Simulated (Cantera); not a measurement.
Charge: 1 mol Si, 0.66 mol Cl2, 0.51 mol H2, equilibrated at 900 °C and 30.0 bar.

Method: chemical equilibrium by Gibbs-energy minimisation in Cantera with the NASA 1993 tables (ideal gas, pure condensed phases). Candidate condensed phases: Si; 19 gas species. The tables' values for SiCl3 are old estimates; treat these amounts as uncertain. The numbers say what is thermodynamically allowed, not how fast it happens.

Base state: H2 0.517, SiCl4 0.254, SiHCl3 0.188, SiH2Cl2 0.0177, HCl 0.0163, SiCl3 0.00549, SiCl2 0.00117, SiH3Cl 0.000455 (mole fractions); condensed: Si(s).

Q: What changes in the equilibrium state with this change: temperature from 900 °C to 977 °C?

A: 
```tsv
species	before	after
H2	0.517	0.512
SiCl4	0.254	0.250
SiHCl3	0.188	0.181
HCl	0.0163	0.0251
SiCl3	0.00549	0.0104
SiH2Cl2	0.0177	0.0179
SiCl2	0.00117	0.00310
SiH3Cl	0.000455	0.000489
Si(s), mol	0.627	0.628
```

Q: What changes in the equilibrium state with this change: temperature from 900 °C to 1000 °C?

A: 
```
species       before     after
----------  --------  --------
H2             0.517     0.510
SiCl4          0.254     0.248
SiHCl3         0.188     0.179
HCl           0.0163    0.0283
SiCl3        0.00549    0.0124
SiH2Cl2       0.0177    0.0179
SiCl2        0.00117   0.00406
SiH3Cl      0.000455  0.000498
Si(s), mol     0.627     0.628
```

Q: What changes in the equilibrium state with this change: pressure from 30.0 bar to 0.340 bar?

A: 
```
species       before    after
----------  --------  -------
H2             0.517    0.539
SiCl4          0.254    0.303
SiHCl3         0.188   0.0713
HCl           0.0163   0.0534
SiCl2        0.00117   0.0120
SiH2Cl2       0.0177  0.00215
SiCl3        0.00549   0.0192
SiH3Cl      0.000455  1.76e-5
Si(s), mol     0.627    0.656
```
